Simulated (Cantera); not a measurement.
What does this Cantera script print?

```python
import numpy as np
import cantera as ct

gas_names = """
    C CH CH2 CH3 CH2OH CH3O CH4 CH3OH CO CO2 COOH C2 C2H CHCO,ketyl C2H2,acetylene C2H2,vinylidene
    CH2CO,ketene C2H3,vinyl CH3CO,acetyl C2H4 C2H4O,ethylen CH3CHO,ethanal CH3COOH (HCOOH)2 C2H5 C2H6
    CH3OCH3 C2H5OH C2O C3 C3H3,propargyl C3H4,allene C3H4,propyne C3H4,cyclo- C3H5,allyl C3H6,propylene
    C3H6,cyclo- C3H6O C3H7,n-propyl C3H7,i-propyl C3H8 C3H8O,1propanol C3H8O,2propanol C3O2 C4 C4H2
    C4H4,1,3-cyclo- C4H6,butadiene C4H6,2-butyne C4H6,cyclo- C4H8,1-butene C4H8,cis2-buten
    C4H8,tr2-butene C4H8,isobutene C4H8,cyclo- (CH3COOH)2 C4H9,n-butyl C4H9,i-butyl C4H9,s-butyl
    C4H9,t-butyl C4H10,isobutane C4H10,n-butane C5 C5H6,1,3cyclo- C5H8,cyclo- C5H10,1-pentene
    C5H10,cyclo- C5H11,pentyl C5H11,t-pentyl C5H12,n-pentane C5H12,i-pentane CH3C(CH3)2CH3 C6H2
    C6H5,phenyl C6H5O,phenoxy C6H6 C6H5OH,phenol C6H10,cyclo- C6H12,1-hexene C6H12,cyclo- C6H13,n-hexyl
    C7H7,benzyl C7H8 C7H8O,cresol C7H14,1-heptene C7H15,n-heptyl C7H16,n-heptane C8H8,styrene
    C8H10,ethylbenz C8H16,1-octene C8H17,n-octyl C8H18,isooctane C8H18,n-octane C9H19,n-nonyl
    C10H8,naphthale C10H21,n-decyl C12H9,o-bipheny C12H10,bipheny H HCO HO2 H2 HCHO,formaldehy HCOOH H2O
    H2O2 O OH O2 O3
""".split()
cond_names = """
    C(gr) C6H6(L) C7H8(L) C8H18(L),n-octa H2O(s) H2O(L)
""".split()


def load(file, names, dense=False):
    # The tables refer to 1 bar. Condensed volumes are neglected.
    table = {s.name: s for s in ct.Species.list_from_file(file)}
    out = []
    for n in names:
        d = dict(table[n].input_data)
        d["thermo"] = dict(d["thermo"], **{"reference-pressure": 1e5})
        if dense:
            d["equation-of-state"] = {"model": "constant-volume", "density": "1e6 g/cm^3"}
        out.append(ct.Species.from_dict(d))
    return out


gas = ct.Solution(thermo="ideal-gas", species=load("nasa_gas.yaml", gas_names))
cond = {s.name: ct.Solution(thermo="fixed-stoichiometry", species=[s], name=s.name)
        for s in load("nasa_condensed.yaml", cond_names, dense=True)}
atoms = {
    'toluene': {'C': 7, 'H': 8},
    'H2O': {'H': 2, 'O': 1},
    'H2': {'H': 2},
}
top_T = {'C(gr)': 4500}  # K; cautious upper limits of use, not melting points


def equilibrate(T, P, feed):
    n = {}
    for name, mol in feed.items():
        for a, k in atoms[name].items():
            n[a] = n.get(a, 0.0) + k * mol
    gas.TPX = T, P, n
    mass = sum(n.values()) * gas.mean_molecular_weight
    gas.equilibrate("TP")
    valid = [c for c in cond.values() if c.min_temp <= T <= top_T.get(c.name, c.max_temp)]
    mix = ct.Mixture([(gas, mass / gas.mean_molecular_weight)] + [(c, 0.0) for c in valid])
    mix.T, mix.P = T, P
    mix.equilibrate("TP", solver="vcs", rtol=1e-11, max_steps=5000)
    return mix


results = []
feed = {'toluene': 1, 'H2O': 5.7, 'H2': 0.81}  # mol
T = 1275  # K
for P in [10, 56, 320, 1800, 10000, 56000, 320000, 1800000, 10000000]:
    mix = equilibrate(T, P, feed)
    results.append((T, P, feed, dict(zip(mix.species_names, mix.species_moles))))

top = {s: max(r[3][s] / sum(r[3][g] for g in gas_names) for r in results) for s in gas_names}
cols = sorted((s for s in top if top[s] > 0.0001), key=lambda s: -top[s])[:6]
seen = [c for c in cond_names if any(r[3].get(c, 0) > 1e-12 for r in results)]
print("log10 of partial pressures in bar; condensed amounts in mol")
print(f"{'P/Pa':>10s}" + "".join(f"{s[:9]:>10s}" for s in cols + seen))
for T, P, feed, n in results:
    ng = sum(n[g] for g in gas_names)
    print(f"{P:10.4g}" + "".join(f"{np.log10(max(n[s] / ng * P / 1e5, 1e-99)):10.3f}" for s in cols)
          + "".join(f"{n.get(c, 0):10.4g}" for c in seen))
```

It prints:

```
log10 of partial pressures in bar; condensed amounts in mol
      P/Pa        H2        CO       CH4       H2O       CO2     C(gr)
        10    -4.188    -4.454   -10.409   -10.575   -11.062       1.3
        56    -3.440    -3.706    -8.913    -9.079    -9.566       1.3
       320    -2.683    -2.949    -7.399    -7.565    -8.052       1.3
      1800    -1.933    -2.199    -5.899    -6.065    -6.552       1.3
     1e+04    -1.189    -1.454    -4.410    -4.576    -5.063     1.299
   5.6e+04    -0.442    -0.707    -2.917    -3.082    -3.568     1.297
   3.2e+05     0.305     0.044    -1.422    -1.584    -2.066     1.284
   1.8e+06     1.011     0.766    -0.011    -0.157    -0.623     1.267
     1e+07     1.620     1.405     1.207     1.091     0.655      1.39
```

Equilibrium computed with Cantera from the NASA thermochemical tables; the gas is ideal and each condensed phase is pure. The ideal-gas law is rough above about 30 bar.
